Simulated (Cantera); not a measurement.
# Transport properties of process gases

Gas mixture: 27.3 % CH₄, 22.7 % C₂H₆, 28.5 % NH₃, 21.5 % C₂H₄, at 100.0 Torr, frozen composition.

Cantera's kinetic-theory transport with the Lennard-Jones parameters of GRI-Mech 3.0, ideal gas; thermal conductivity in the multicomponent form. Polar gases are described roughly by these parameters. The composition is frozen, though it would react at the higher temperatures.

| T (K) | ρ (kg/m³) | cp (J/kg/K) | μ (µPa s) | λ (mW/m/K) | Pr | D (cm²/s) CH₄ | D (cm²/s) H₂ | D (cm²/s) O |
|---|---|---|---|---|---|---|---|---|
| 400 | 0.0886 | 2181 | 13.5 | 41.1 | 0.717 | 2.38 | 8.56 | 3.67 |
| 650 | 0.0545 | 2994 | 20.6 | 84.4 | 0.730 | 5.75 | 19.6 | 8.59 |
| 900 | 0.0394 | 3596 | 26.6 | 130 | 0.735 | 10.2 | 33.9 | 15.0 |
| 1150 | 0.0308 | 4078 | 32.0 | 177 | 0.737 | 15.5 | 51.1 | 22.6 |
| 1400 | 0.0253 | 4430 | 36.8 | 221 | 0.738 | 21.6 | 70.9 | 31.4 |
| 1650 | 0.0215 | 4694 | 41.3 | 263 | 0.739 | 28.4 | 93.1 | 41.3 |
D: mixture-averaged diffusion coefficient of that species in the mixture.
